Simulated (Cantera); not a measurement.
# Low-pressure radical oxidation in H2/O2

An isothermal, constant-pressure homogeneous reactor starts with H2 : O2 = 0.061 : 1 (molar parts), equivalence ratio 0.030, at 1350 K and 0.00240 bar.

Cantera simulation using GRI-Mech 3.0 (53 species, 325 reactions); the numbers are that mechanism's predictions, not measurements. Radical loss at walls, strong at low pressure, is not modelled. The temperature is held fixed by assumption; the heat of reaction is taken as removed at once.

```tsv
t (s)	x H2	x O2	x O	x OH	x H2O2	x HO2	x H
0.000200	0.0575	0.943	1.08e-8	9.93e-9	6.01e-12	2.22e-8	1.44e-8
0.000457	0.0575	0.943	4.49e-8	3.84e-8	3.10e-11	5.07e-8	3.19e-8
0.00104	0.0575	0.943	2.54e-7	2.03e-7	1.59e-10	1.16e-7	1.29e-7
0.00238	0.0575	0.942	4.89e-6	3.82e-6	7.90e-10	2.64e-7	2.26e-6
0.00543	0.0520	0.938	0.00267	0.00198	3.79e-9	3.78e-7	0.00123
0.0124	0.00121	0.895	0.0405	0.00613	1.41e-8	4.53e-7	0.00831
0.0283	0.00109	0.895	0.0407	0.00592	1.33e-8	4.46e-7	0.00801
0.0646	0.00107	0.896	0.0399	0.00587	1.33e-8	4.45e-7	0.00778
0.147	0.00103	0.898	0.0381	0.00576	1.33e-8	4.40e-7	0.00728
0.336	0.000941	0.902	0.0344	0.00552	1.32e-8	4.31e-7	0.00627
0.768	0.000770	0.910	0.0275	0.00501	1.29e-8	4.07e-7	0.00451
1.75	0.000502	0.921	0.0174	0.00407	1.19e-8	3.52e-7	0.00229
4.00	0.000227	0.932	0.00768	0.00276	9.39e-9	2.50e-7	0.000677
```
x: mole fraction; the columns are a selection and need not sum to one.

Equilibrium at this temperature and pressure: H2 2.56e-7, O2 0.941, O 8.41e-6, OH 9.30e-5, H2O2 2.23e-10, HO2 3.10e-8, H 2.48e-8 (gas phase only).
